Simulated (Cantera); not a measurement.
A Cantera script and what it prints.

```python
import numpy as np
import cantera as ct

gas_names = """
    H NO NH3 VO2
""".split()
cond_names = """
    VN(s)
""".split()


# ... load() reads the species with a 1 bar reference pressure and builds the phases ...
species = {s.name: s for s in load("nasa_gas.yaml", gas_names) + load("nasa_condensed.yaml", cond_names)}
# Each term lists the table entries of one substance; the one whose range holds T is used.
reactions = {
    '9 H(g) + 2 NO(g) + VN = 3 NH3(g) + VO2(g)':
        [(-9, ['H']), (-2, ['NO']), (-1, ['VN(s)']), (3, ['NH3']), (1, ['VO2'])],
}


def pick(names, T):
    return next(species[n] for n in names if species[n].thermo.min_temp <= T <= species[n].thermo.max_temp)


results = []
for label, terms in reactions.items():
    print(label)
    print("     T/K   dH/kJ  dS/(J/K)   dG/kJ   log10 K")
    for T in [600, 675, 750, 825, 900, 975, 1050, 1125]:
        used = [(nu, pick(names, T)) for nu, names in terms]
        dH = sum(nu * s.thermo.h(T) for nu, s in used) / 1e6
        dS = sum(nu * s.thermo.s(T) for nu, s in used) / 1e3
        dG = dH - T * dS / 1e3
        logK = -dG * 1e6 / (ct.gas_constant * T * np.log(10))
        results.append((label, T, dH, dS, dG, logK, [s.name for _, s in used]))
        print(f"{T:8g} {dH:8.1f} {dS:8.1f} {dG:8.1f} {logK:8.2f}")
```

Result:

```
9 H(g) + 2 NO(g) + VN = 3 NH3(g) + VO2(g)
     T/K   dH/kJ  dS/(J/K)   dG/kJ   log10 K
     600  -2334.7   -734.2  -1894.2   164.90
     675  -2342.8   -746.8  -1838.7   142.28
     750  -2350.4   -757.5  -1782.2   124.12
     825  -2357.6   -766.7  -1725.1   109.22
     900  -2364.6   -774.8  -1667.3    96.76
     975  -2371.2   -781.8  -1608.9    86.19
    1050  -2377.4   -788.0  -1550.0    77.11
    1125  -2383.4   -793.5  -1490.7    69.21
```

Cantera with NASA thermochemical tables; ideal gases at 1 bar, condensed phases pure. VN: taken at fixed stoichiometry. Condensed species are held in their standard states even where they would react or evaporate.
